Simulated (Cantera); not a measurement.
**Reactions in the system B-Cl-O**

Source: NASA polynomial tables (part measured, part estimated), evaluated in Cantera. Values are per mole of reaction as written; species without (g) are pure solids or liquids, kept so even where they would boil at 1 bar. The tables' values for BOCl are old estimates.

2 BOCl(g) ⇌ O2(g) + Cl2(g) + 2 B

```json
[
 {"T (K)": "2323", "ΔH° (kJ)": "649.4", "ΔS° (J/K)": "-23.5", "ΔG° (kJ)": "704.0", "log10 K": "-15.83", "condensed phases": "B(s)"},
 {"T (K)": "2398", "ΔH° (kJ)": "751.2", "ΔS° (J/K)": "19.8", "ΔG° (kJ)": "703.7", "log10 K": "-15.33", "condensed phases": "B(l)"},
 {"T (K)": "2473", "ΔH° (kJ)": "752.6", "ΔS° (J/K)": "20.4", "ΔG° (kJ)": "702.1", "log10 K": "-14.83", "condensed phases": "B(l)"},
 {"T (K)": "2548", "ΔH° (kJ)": "754.1", "ΔS° (J/K)": "21.0", "ΔG° (kJ)": "700.6", "log10 K": "-14.36", "condensed phases": "B(l)"},
 {"T (K)": "2623", "ΔH° (kJ)": "755.5", "ΔS° (J/K)": "21.6", "ΔG° (kJ)": "699.0", "log10 K": "-13.92", "condensed phases": "B(l)"},
 {"T (K)": "2698", "ΔH° (kJ)": "757.0", "ΔS° (J/K)": "22.1", "ΔG° (kJ)": "697.4", "log10 K": "-13.50", "condensed phases": "B(l)"},
 {"T (K)": "2773", "ΔH° (kJ)": "758.5", "ΔS° (J/K)": "22.7", "ΔG° (kJ)": "695.7", "log10 K": "-13.10", "condensed phases": "B(l)"},
 {"T (K)": "2848", "ΔH° (kJ)": "760.1", "ΔS° (J/K)": "23.2", "ΔG° (kJ)": "694.0", "log10 K": "-12.73", "condensed phases": "B(l)"},
 {"T (K)": "2923", "ΔH° (kJ)": "761.6", "ΔS° (J/K)": "23.8", "ΔG° (kJ)": "692.2", "log10 K": "-12.37", "condensed phases": "B(l)"}
]
```
